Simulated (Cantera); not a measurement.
Cantera run, input and output.

```python
import numpy as np
import cantera as ct

gas = ct.Solution("gri30.yaml")
gas.TPX = 1725, 130000, {'CO': 1, 'H2': 0.51, 'CH4': 1.3, 'O2': 6.58, 'N2': 24.7, 'H2O': 1.6}
reactor = ct.IdealGasConstPressureReactor(gas, energy="on", clone=False)
net = ct.ReactorNet([reactor])
net.rtol, net.atol = 1e-08, 1e-16
show = ['CO', 'H2', 'CH4', 'CH2', 'HCO']
times = np.geomspace(6e-06, 0.3, 16)

steps = ct.SolutionArray(gas, extra=["t"])
rows = []
print(f"{'t/s':>10s}{'T/K':>9s}{'P/Pa':>11s}" + "".join(f"{s:>11s}" for s in show))
for t in times:
    while net.time < t:
        t_next = net.step()
        steps.append(gas.state, t=t_next)
    rows.append([np.interp(t, steps.t, y) for y in (steps.T, steps.P, *steps(*show).X.T)])
    print(f"{t:10.3e}{rows[-1][0]:9.1f}{rows[-1][1]:11.4g}" + "".join(f"{x:11.3e}" for x in rows[-1][2:]))
rate = np.gradient(steps.T, steps.t)
print("integrator steps:", len(steps.t))
if steps.T.max() > steps.T[0] + 200:
    print(f"time of steepest temperature rise: {steps.t[rate.argmax()]:.4e} s")
gas.TPX = 1725, 130000, {'CO': 1, 'H2': 0.51, 'CH4': 1.3, 'O2': 6.58, 'N2': 24.7, 'H2O': 1.6}
gas.equilibrate("HP")
print(f"equilibrium (HP): T = {gas.T:.1f} K  " + "  ".join(f"{s} {gas[s].X[0]:.3e}" for s in show))
```

Output:

```
       t/s      T/K       P/Pa         CO         H2        CH4        CH2        HCO
 6.000e-06   1724.9    1.3e+05  2.802e-02  1.429e-02  3.640e-02  3.649e-10  1.531e-10
 1.234e-05   1724.9    1.3e+05  2.801e-02  1.427e-02  3.633e-02  2.849e-09  1.248e-09
 2.539e-05   1725.4    1.3e+05  2.800e-02  1.418e-02  3.591e-02  5.557e-08  3.296e-08
 5.223e-05   1787.4    1.3e+05  3.147e-02  1.559e-02  2.506e-02  1.106e-05  1.784e-05
 1.075e-04   2348.4    1.3e+05  1.814e-02  7.112e-03  1.469e-17  1.630e-16  1.703e-08
 2.210e-04   2518.2    1.3e+05  1.147e-02  3.955e-03  6.847e-18  8.486e-17  4.220e-09
 4.547e-04   2568.1    1.3e+05  8.899e-03  3.017e-03  6.013e-18  5.857e-17  2.463e-09
 9.354e-04   2569.5    1.3e+05  8.728e-03  2.961e-03  5.935e-18  5.646e-17  2.372e-09
 1.924e-03   2567.1    1.3e+05  8.673e-03  2.945e-03  5.856e-18  5.480e-17  2.335e-09
 3.959e-03   2563.0    1.3e+05  8.581e-03  2.918e-03  5.721e-18  5.203e-17  2.273e-09
 8.143e-03   2557.6    1.3e+05  8.461e-03  2.882e-03  5.544e-18  4.849e-17  2.194e-09
 1.675e-02   2553.4    1.3e+05  8.370e-03  2.856e-03  5.411e-18  4.590e-17  2.136e-09
 3.446e-02   2552.3    1.3e+05  8.346e-03  2.849e-03  5.375e-18  4.521e-17  2.120e-09
 7.089e-02   2552.3    1.3e+05  8.345e-03  2.848e-03  5.373e-18  4.518e-17  2.119e-09
 1.458e-01   2552.3    1.3e+05  8.345e-03  2.848e-03  5.373e-18  4.518e-17  2.119e-09
 3.000e-01   2552.3    1.3e+05  8.345e-03  2.848e-03  5.373e-18  4.518e-17  2.119e-09
integrator steps: 1572
time of steepest temperature rise: 6.0590e-05 s
equilibrium (HP): T = 2552.3 K  CO 8.345e-03  H2 2.848e-03  CH4 7.751e-18  CH2 6.122e-17  HCO 2.119e-09
```

Computed with Cantera and GRI-Mech 3.0 (53 species, 325 reactions).
